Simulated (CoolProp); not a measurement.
Vapour-liquid equilibrium of R142b (1) + R113 (2) at 276.8 K; x and y are mole fractions of (1).

Model: multi-fluid Helmholtz-energy mixture model, Lemmon 2006 and Marx 1992; pair parameters Bell 2016, in CoolProp.

```json
[
 {"x": "0.05", "bubble pressure (kPa)": "28.23", "y at the bubble point": "0.393", "dew pressure at overall composition x (kPa)": "18.78", "liquid density (mol/L)": "8.723"},
 {"x": "0.2", "bubble pressure (kPa)": "56.15", "y at the bubble point": "0.735", "dew pressure at overall composition x (kPa)": "22.01", "liquid density (mol/L)": "9.077"},
 {"x": "0.35", "bubble pressure (kPa)": "80.02", "y at the bubble point": "0.842", "dew pressure at overall composition x (kPa)": "26.56", "liquid density (mol/L)": "9.458"},
 {"x": "0.5", "bubble pressure (kPa)": "100.9", "y at the bubble point": "0.897", "dew pressure at overall composition x (kPa)": "33.47", "liquid density (mol/L)": "9.872"},
 {"x": "0.65", "bubble pressure (kPa)": "120.0", "y at the bubble point": "0.934", "dew pressure at overall composition x (kPa)": "45.14", "liquid density (mol/L)": "10.32"},
 {"x": "0.8", "bubble pressure (kPa)": "138.7", "y at the bubble point": "0.963", "dew pressure at overall composition x (kPa)": "68.67", "liquid density (mol/L)": "10.82"},
 {"x": "0.95", "bubble pressure (kPa)": "158.4", "y at the bubble point": "0.991", "dew pressure at overall composition x (kPa)": "129.8", "liquid density (mol/L)": "11.38"}
]
```

No azeotrope shows between x = 0.05 and 0.95.

The pair parameters rest on a limited set of measurements; away from them the model extrapolates.
